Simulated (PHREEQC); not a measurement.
Consider water at 25 °C with 0.0086 mol/kgw H3PO4 and 0.013 mol/kgw KOH. Closed to the air; pH follows from the charge balance.

Computed with PHREEQC (ion-association model, phreeqc.dat).

Q: The ionic strength comes out as 0.0173 mol/kgw. What activity coefficients do KHPO4-, H2PO4-, HPO4-2, K+ get?

A: KHPO4- 0.88, H2PO4- 0.88, HPO4-2 0.60, K+ 0.87.

This is a speciation only: nothing precipitates in the calculation. Complexes and solids missing from the database can't appear.
